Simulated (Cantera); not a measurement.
A closed system holds: 1 mol SiO2, 0.64 mol CO, 0.72 mol H2, held at 130000 Pa.

These are equilibrium values from Cantera (NASA tables, ideal gas, pure condensed phases), not measurements of a reactor. Candidate condensed phases: C, C6H6, C7H8, C8H18, H2O, Si, SiC, SiO2; 123 gas species. The tables hold silica as quartz up to 1696 K and as liquid above; real silica turns to tridymite and cristobalite and melts near 1996 K. Gases not in the tables: Si(OH)4. The numbers say what is thermodynamically allowed, not how fast it happens.

Q: Which condensed phases are stable at each of these points (T (K)): 1523, 1598, 1673, 1748, 1823, 1898, 1973, 2048, 2123, 2198, 2273?

A: 
```csv
T (K),condensed phases,Si condensed (%)
1523,SiO2(β-quartz),100.0
1598,SiO2(β-quartz),100.0
1673,SiO2(β-quartz),100.0
1748,SiO2(condensed),99.9
1823,SiO2(condensed),99.8
1898,SiO2(condensed),99.7
1973,SiO2(condensed),99.3
2048,SiO2(l),98.8
2123,SiO2(l),98.0
2198,SiO2(l),96.8
2273,SiO2(l),94.9
```

From 1523 K to 1673 K the condensed part is SiO2(β-quartz). From 1748 K to 1973 K the condensed part is SiO2(condensed). From 2048 K to 2273 K the condensed part is SiO2(l).
